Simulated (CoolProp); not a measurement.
The fluid at 293.15 K and 13.3 MPa is throttled through a valve to 5.09 MPa with no heat exchange. The same conditions are run with several fluids, on thermodynamics alone (safety and materials aside).

Model: reference Helmholtz-energy equation of state of each fluid (carbon monoxide: Lemmon 2006; fluorine: de Reuck 1990; CF4 (R14): Platzer 1990; dry air: Lemmon 2000; ethylene: Smukala 2000), in CoolProp. The equations of Platzer and Polt are older, rougher fits. Blends and air are pseudo-pure fits.

**Question.** Rank carbon monoxide, fluorine, CF4 (R14), dry air, ethylene by temperature change (K), highest first.

**Answer.** ethylene (-12.9), fluorine (-13.1), dry air (-14.3), carbon monoxide (-14.9), CF4 (R14) (-33.8)

| fluid | final phase | final density (kg/m³) |
|---|---|---|
| carbon monoxide | supercritical | 62.9 |
| fluorine | gas | 85.4 |
| CF4 (R14) | supercritical | 321 |
| dry air | supercritical | 64.8 |
| ethylene | liquid | 314 |
